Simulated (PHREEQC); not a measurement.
Dissolve 0.02 mol MgCl2, 0.008 mol CO2 and 0.0013 mol NaCl per kg of water at 15 °C. Closed to the air; pH follows from the charge balance.

Equilibrium calculation in PHREEQC: ion-association model, phreeqc.dat.

Each row changes one thing in this solution. No solid was allowed to form.

```tsv
case	pH	HCO3- (mol/kgw)	MgHCO3+ (mol/kgw)	(CO2)2 (mol/kgw)	MgOH+ (mol/kgw)	CO3-2 (mol/kgw)
as made	4.23	6.31e-5	6.76e-6	8.25e-7	2.70e-10	7.22e-11
MgCl2 from 0.02 to 0.018 mol/kgw	4.23	[?]	[?]	8.24e-7	2.49e-10	7.09e-11
CO2 from 0.008 to 0.0016 mol/kgw	4.58	2.81e-5	3.01e-6	3.23e-8	[?]	7.22e-11
NaCl left out	4.23	[?]	6.79e-6	8.25e-7	2.71e-10	7.18e-11
CO2 replaced by KHCO3 at the same molality	[?]	0.00696	0.000699	3.83e-10	1.29e-6	4.13e-5
diluted 100-fold with water	5.27	5.47e-6	1.11e-8	7.19e-11	4.92e-11	4.15e-11
CO2 replaced by NH4HCO3 at the same molality	7.80	0.00694	0.000699	7.01e-10	9.56e-7	3.04e-5
temperature from 15 to 80 °C	4.18	6.90e-5	1.13e-5	4.40e-6	3.74e-8	1.52e-10
```

**Question.** Fill in the missing entries.

**Answer.** 
- MgCl2 from 0.02 to 0.018 mol/kgw, HCO3- (mol/kgw): 6.29e-5
- MgCl2 from 0.02 to 0.018 mol/kgw, MgHCO3+ (mol/kgw): 6.22e-6
- CO2 from 0.008 to 0.0016 mol/kgw, MgOH+ (mol/kgw): 6.08e-10
- NaCl left out, HCO3- (mol/kgw): 6.30e-5
- CO2 replaced by KHCO3 at the same molality, pH: 7.93

Species that the database lacks are ignored. Constants without temperature data keep their 25 °C values here.
